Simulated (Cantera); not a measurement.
Mixture: C3H8 : O2 : N2 : H2 = 1 : 4.55 : 17.1 : 0.53 (molar parts), at 12.0 bar, adiabatic and at constant volume. Ignition delay is the time to a rise of 400 K.

Model: GRI-Mech 3.0 (53 species, 325 reactions), integrated in Cantera. GRI-Mech 3.0 was tuned for natural gas; its chemistry of propane as a main component is partial and can be far from experiment. The pressure lies above the range GRI-Mech 3.0 was tuned for (to about 10 atm).

Question: Predict: delay at 1150 K; delay at 1350 K; delay at 1550 K; delay at 1750 K; delay at 1950 K; apparent activation energy between 1750 and 1950 K.

Answer: 
```
Quantity                                                Result
--------------------------------------------------  ----------
delay at 1150 K                                        1.10 ms
delay at 1350 K                                        84.2 µs
delay at 1550 K                                        8.76 µs
delay at 1750 K                                        2.01 µs
delay at 1950 K                                       0.807 µs
apparent activation energy between 1750 and 1950 K  130 kJ/mol
```
